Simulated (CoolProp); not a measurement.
Vapour-liquid equilibrium of R134a (1) + R227EA (2) at 0.0346 bar; x and y are mole fractions of (1).

The numbers come from the multi-fluid Helmholtz-energy mixture model, Tillner-Roth 1994 and Lemmon 2016; pair parameters Bell 2016 in CoolProp.

```json
[
 {"x": "0.05", "bubble temperature, mixture model (°C)": "-74.5", "bubble temperature, Raoult's law (°C)": "-74.2", "y, mixture model": "0.104", "y, Raoult's law": "0.084"},
 {"x": "0.2", "bubble temperature, mixture model (°C)": "-76.3", "bubble temperature, Raoult's law (°C)": "-75.5", "y, mixture model": "0.343", "y, Raoult's law": "0.304"},
 {"x": "0.35", "bubble temperature, mixture model (°C)": "-77.7", "bubble temperature, Raoult's law (°C)": "-76.7", "y, mixture model": "0.512", "y, Raoult's law": "0.486"},
 {"x": "0.5", "bubble temperature, mixture model (°C)": "-78.7", "bubble temperature, Raoult's law (°C)": "-77.7", "y, mixture model": "0.642", "y, Raoult's law": "0.638"},
 {"x": "0.65", "bubble temperature, mixture model (°C)": "-79.5", "bubble temperature, Raoult's law (°C)": "-78.7", "y, mixture model": "0.752", "y, Raoult's law": "0.767"},
 {"x": "0.8", "bubble temperature, mixture model (°C)": "-80.1", "bubble temperature, Raoult's law (°C)": "-79.6", "y, mixture model": "0.855", "y, Raoult's law": "0.877"},
 {"x": "0.95", "bubble temperature, mixture model (°C)": "-80.6", "bubble temperature, Raoult's law (°C)": "-80.5", "y, mixture model": "0.962", "y, Raoult's law": "0.971"}
]
```

The largest gap from Raoult's law is -1.0 K in bubble temperature, at x = 0.35. No azeotrope shows between x = 0.05 and 0.95.

Pair parameters are fitted to limited data, so mixtures are less certain than the pure fluids.
